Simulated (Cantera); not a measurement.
An isothermal, constant-pressure homogeneous reactor starts with H2 : O2 = 0.45 : 1 (molar parts), equivalence ratio 0.23, at 1225 K and 17.3 Torr.

Computed with Cantera and the H2/O2 subset of GRI-Mech 3.0, which has no nitrogen chemistry. Radical loss at walls, strong at low pressure, is not modelled. The temperature is held fixed by assumption; the heat of reaction is taken as removed at once.

x: mole fraction; the columns are a selection and need not sum to one.

```tsv
t (s)	x H2	x O2	x OH	x H2O2	x O	x H	x HO2
0.000100	0.310	0.690	5.27e-8	1.45e-10	8.69e-8	2.11e-7	5.46e-8
0.000240	0.310	0.690	3.96e-6	9.42e-10	6.58e-6	1.56e-5	1.99e-7
0.000578	0.117	0.592	0.0167	9.64e-7	0.0423	0.0936	1.29e-5
0.00139	0.0181	0.551	0.0134	7.36e-7	0.0716	0.0952	1.70e-5
0.00334	(withheld)	0.588	(withheld)	1.03e-6	(withheld)	(withheld)	(withheld)
0.00804	0.00330	0.621	0.00588	1.11e-6	0.0105	0.00541	1.78e-5
0.0193	0.000462	0.631	0.00218	5.95e-7	0.00144	0.000271	7.88e-6
0.0465	(withheld)	0.632	(withheld)	(withheld)	(withheld)	(withheld)	(withheld)
0.112	1.46e-5	0.632	0.000398	9.28e-8	4.75e-5	1.62e-6	5.31e-7
0.269	3.97e-6	0.633	0.000210	3.83e-8	1.33e-5	2.38e-7	1.65e-7
0.647	1.27e-6	0.633	0.000120	1.61e-8	4.32e-6	4.43e-8	6.16e-8
1.56	4.54e-7	0.633	7.20e-5	6.90e-9	1.56e-6	9.58e-9	3.12e-8
3.74	1.79e-7	0.633	4.53e-5	3.10e-9	6.17e-7	2.40e-9	2.50e-8
9.00	8.73e-8	0.633	3.16e-5	1.69e-9	3.01e-7	8.23e-10	2.76e-8
```

### Question
Some entries are withheld; supply them.

### Answer

- 0.00334, x H2: 0.0116
- 0.00334, x OH: 0.0110
- 0.00334, x O: 0.0403
- 0.00334, x H: 0.0412
- 0.00334, x HO2: 1.97e-5
- 0.0465, x H2: 6.94e-5
- 0.0465, x OH: 0.000854
- 0.0465, x H2O2: 2.34e-7
- 0.0465, x O: 0.000220
- 0.0465, x H: 1.61e-5
- 0.0465, x HO2: 2.03e-6
